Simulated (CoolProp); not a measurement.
Model: reference Helmholtz-energy equation of state, McLinden 2015, in CoolProp.

Problem. For the fluoroketone C6F12O (FK-5-1-12), give the phase and the Z, cp (kJ/(kg K)) at 500 K and 3.59 bar; 500 K and 21.6 bar.

Solution. 
- 500 K and 3.59 bar: gas; Z 0.957, cp 1.08
- 500 K and 21.6 bar: supercritical; Z 0.718, cp 1.20
